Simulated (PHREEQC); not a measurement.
Hard or scaling water: an equilibrium model

Solution (93 °C): 0.00052 mol/kgw Ca(HCO3)2, 3.8e-05 mol/kgw Na2HPO4 and 0.048 mol/kgw MgSO4. Closed to the air; pH follows from the charge balance.

The numbers come from PHREEQC with the ion-association model, wateq4f.dat.

Precipitation was switched off in this run.

Question: Estimate the pH, ionic strength.

Answer: pH 7.23; ionic strength 0.0596 mol/kgw.

Question: In which forms is P present?

Answer: MgHPO4 68 %, HPO4-2 14 %, MgPO4- 9.7 %, H2PO4- 4.8 %, MgH2PO4+ 2.7 %, CaHPO4 1.0 % of the P.

Examples of supersaturated solids here: Hydroxyapatite, Magnesite (slow to form). Others may be too. Species that the database lacks are ignored. H3PO4, which wateq4f.dat lacks, is added to it with the constant of phreeqc.dat. Away from 25 °C the constants follow the database's enthalpies or fits; those with neither stay at their 25 °C values.
